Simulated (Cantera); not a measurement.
# Premixed flame

A freely propagating, adiabatic, planar premixed flame of 4.04 % C₃H₈, 16.8 % O₂, 79.1 % N₂, unburnt at 450 K and 1000000 Pa; mixture-averaged transport, grid criteria slope 0.08 and curve 0.16, no radiation.

Cantera simulation using GRI-Mech 3.0 (53 species, 325 reactions); the numbers are that mechanism's predictions, not measurements. GRI-Mech 3.0 was tuned for natural gas; its chemistry of propane as a main component is partial and can be far from experiment. Burning velocities carry a grid error of a few per cent, more on coarse grids.

```csv
z (mm),T (K),u (m/s),x C₃H₈,x O₂,x CH₄,x H₂O,x NO,x O
-0.236,451,0.251,0.0403,0.168,3.52e-6,0.000153,<1e-8,<1e-8
-0.157,457,0.255,0.0402,0.167,2.96e-5,0.00118,<1e-8,<1e-8
-0.118,480,0.269,0.0400,0.165,0.000120,0.00441,4.79e-8,<1e-8
-0.0787,600,0.340,0.0385,0.153,0.000562,0.0183,4.30e-7,<1e-8
-0.0394,1044,0.609,0.0259,0.107,0.00217,0.0594,5.26e-6,1.41e-7
-0.0197,1422,0.849,0.00904,0.0670,0.00335,0.0904,1.30e-5,8.58e-6
0,1785,1.08,0.000139,0.0274,0.00224,0.118,2.41e-5,0.000125
0.0197,1954,1.18,2.13e-8,0.00849,0.000423,0.129,4.07e-5,0.000222
0.0394,2010,1.21,<1e-8,0.00272,5.60e-5,0.132,5.35e-5,0.000198
0.0787,2046,1.23,<1e-8,0.000550,1.90e-6,0.132,6.29e-5,9.77e-5
0.157,2068,1.24,<1e-8,0.000118,3.81e-8,0.132,6.70e-5,2.93e-5
0.315,2079,1.25,<1e-8,2.57e-5,<1e-8,0.133,6.83e-5,6.60e-6
0.630,2084,1.25,<1e-8,5.58e-6,<1e-8,0.133,6.83e-5,1.49e-6
```
x: mole fraction of selected species; z is measured from the peak of heat release.

```
Item                          Value
------------------------  ---------
laminar burning velocity  25.0 cm/s
thermal thickness         0.0787 mm
peak x(CH₄)                 0.00345
peak x(O)                  0.000226
grid points                     152
```
